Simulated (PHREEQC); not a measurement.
**Metal-bearing waste water: speciation**

Solution (20 °C): 0.092 mol/kgw FeCl3, 0.0004 mol/kgw CuCl2 and 0.021 mol/kgw HCl. Closed to the air; pH follows from the charge balance.

The numbers come from PHREEQC with the ion-association model, wateq4f.dat.

```json
{
 "pH": "1.67",
 "ionic_strength": "0.371 mol/kgw",
 "activity_of_water": "0.994",
 "total_alkalinity": "-205 meq/kg"
}
```

```csv
species,molality,activity,log γ
Cl-,0.228,0.152,-0.176
FeCl+2,0.0456,0.0110,-0.617
H+,0.0277,0.0215,-0.110
Fe+3,0.0277,0.00282,-0.992
FeCl2+,0.0120,0.00879,-0.135
FeOH+2,0.00259,0.000624,-0.617
Fe2(OH)2+4,0.00188,1.29e-5,-2.163
Cu+2,0.000352,9.68e-5,-0.561
FeCl3,0.000122,0.000133,0.037
```

This is a speciation only: nothing precipitates in the calculation. Saturation is exceeded, for instance for Hematite (slow to form), Goethite (slow to form); the values hold only as long as no solid forms.
